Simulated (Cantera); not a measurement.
Input (Python, Cantera) and output of one run.

```python
import numpy as np
import cantera as ct

gas_names = [...]  # 116 gases of nasa_gas.yaml made of C, H, K, O
cond_names = """
    C(gr) C6H6(L) C7H8(L) C8H18(L),n-octa H2O(s) H2O(L) K(cr) K(L) KOH(a) KOH(b) KOH(L) KO2(s) K2CO3(s)
    K2CO3(L) K2O(s) K2O2(s)
""".split()


# ... load() reads the species with a 1 bar reference pressure and builds the phases ...
atoms = {
    'KOH': {'K': 1, 'O': 1, 'H': 1},
    'C': {'C': 1},
    'H2': {'H': 2},
}
top_T = {'C(gr)': 4500, 'KO2(s)': 780, 'K2O(s)': 1000, 'K2O2(s)': 760}  # K; cautious upper limits of use, not melting points


# ... equilibrate(T, P, feed) seeds the gas with the atoms and calls Mixture.equilibrate('TP', solver="vcs", rtol=1e-11, max_steps=5000) ...
results = []
feed = {'KOH': 1, 'C': 1.2, 'H2': 0.058}  # mol
T = 1775  # K
for P in [10, 68, 460, 3200, 22000, 150000, 1000000]:
    mix = equilibrate(T, P, feed)
    results.append((T, P, feed, dict(zip(mix.species_names, mix.species_moles))))

top = {s: max(r[3][s] / sum(r[3][g] for g in gas_names) for r in results) for s in gas_names}
cols = sorted((s for s in top if top[s] > 0.0001), key=lambda s: -top[s])[:5]
seen = [c for c in cond_names if any(r[3].get(c, 0) > 1e-12 for r in results)]
print("log10 of partial pressures in bar; condensed amounts in mol")
print(f"{'P/Pa':>10s}" + "".join(f"{s[:9]:>10s}" for s in cols + seen))
for T, P, feed, n in results:
    ng = sum(n[g] for g in gas_names)
    print(f"{P:10.4g}" + "".join(f"{np.log10(max(n[s] / ng * P / 1e5, 1e-99)):10.3f}" for s in cols)
          + "".join(f"{n.get(c, 0):10.4g}" for c in seen))
```

Output:

```
log10 of partial pressures in bar; condensed amounts in mol
      P/Pa        CO         K        H2         H        K2     C(gr)
        10    -4.411    -4.411    -4.678    -5.877   -11.127    0.1998
        68    -3.577    -3.577    -3.835    -5.456    -9.459    0.1998
       460    -2.746    -2.746    -3.001    -5.039    -7.797    0.1998
      3200    -1.903    -1.903    -2.157    -4.617    -6.112    0.1998
   2.2e+04    -1.065    -1.066    -1.319    -4.198    -4.438    0.1999
   1.5e+05    -0.231    -0.234    -0.486    -3.781    -2.775    0.2001
     1e+06     0.595     0.577     0.338    -3.369    -1.151    0.2037
```

Cantera equilibrium calculation (NASA polynomials, part measured and part estimated; ideal gas, pure solids and liquids).
